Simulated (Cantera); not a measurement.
A perfectly stirred reactor is fed with CH₄ : CO₂ = 1 : 2.6 (molar parts), at 5.40 bar; it is held at 1998 K, and followed from long to short residence time.

Model: GRI-Mech 3.0 (53 species, 325 reactions), integrated in Cantera.

Question: What does this change do: CO2 2.6 to 6.8 parts?

Answer: 
```json
[
 {"quantity": "x(CH₄) at τ = 0.700 s", "before": "0.000693", "after": "7.27e-5"},
 {"quantity": "x(CO₂) at τ = 0.700 s", "before": "0.112", "after": "0.421"},
 {"quantity": "x(H₂O₂) at τ = 0.700 s", "before": "8.42e-11", "after": "3.38e-10"},
 {"quantity": "x(OH) at τ = 0.700 s", "before": "2.76e-5", "after": "5.51e-5"},
 {"quantity": "x(H) at τ = 0.700 s", "before": "0.000288", "after": "0.000108"},
 {"quantity": "x(CH₄) at τ = 31.0 ms", "before": "0.00696", "after": "0.00152"},
 {"quantity": "x(CO₂) at τ = 31.0 ms", "before": "0.131", "after": "0.428"},
 {"quantity": "x(H₂O₂) at τ = 31.0 ms", "before": "1.04e-10", "after": "3.01e-10"},
 {"quantity": "x(OH) at τ = 31.0 ms", "before": "3.07e-5", "after": "5.19e-5"},
 {"quantity": "x(H) at τ = 31.0 ms", "before": "0.000271", "after": "0.000100"}
]
```
